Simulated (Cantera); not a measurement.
**Thermodynamics of thermal oxidation and active oxidation of silicon, feed Si + H2O + N2 + O2**

Charge: 1 mol Si, 0.0074 mol H2O, 300 mol N2, a varied amount of O2, at 850 °C and 0.170 bar.

Equilibrium computed with Cantera from the NASA thermochemical tables; the gas is ideal and each condensed phase is pure. Candidate condensed phases: H2O, Si, SiO2, Si2N2O, Si3N4; 35 gas species. N2 is the only nitrogen source here; it is nearly inert below about 1500 K, so the nitride shown seldom forms there in practice. Mutual solubility and eutectic melting of coexisting phases are not modelled. The numbers say what is thermodynamically allowed, not how fast it happens.

```
n(O2) (mol)   x N2     x H2    x H2O  n Si2N2O(s)  n Si3N4(s)  n SiO2(β-quartz)
-----------  -----  -------  -------  -----------  ----------  ----------------
0.016        1.000  2.47e-5   <1e-12       0.0394       0.307                 0
0.025        1.000  2.47e-5   <1e-12       0.0574       0.295                 0
0.037        1.000  2.47e-5   <1e-12       0.0814       0.279                 0
0.056        1.000  2.47e-5   <1e-12        0.119       0.254                 0
0.084        1.000  2.47e-5   <1e-12        0.175       0.216                 0
0.13         1.000  2.47e-5   <1e-12        0.267       0.155                 0
0.19         1.000  2.47e-5   <1e-12        0.387      0.0751                 0
0.29         1.000  2.47e-5  3.55e-9        0.471           0            0.0583
0.43         1.000  2.47e-5  3.54e-9        0.378           0             0.245
0.65         1.000  2.47e-5  3.54e-9        0.231           0             0.538
0.97         1.000  2.47e-5  3.54e-9       0.0175           0             0.965
```
x: gas mole fraction; n: condensed amount in mol.

From 0.016 mol O2 to 0.19 mol O2 the condensed part is Si2N2O(s) + Si3N4(s). From 0.29 mol O2 to 0.97 mol O2 the condensed part is SiO2(β-quartz) + Si2N2O(s).
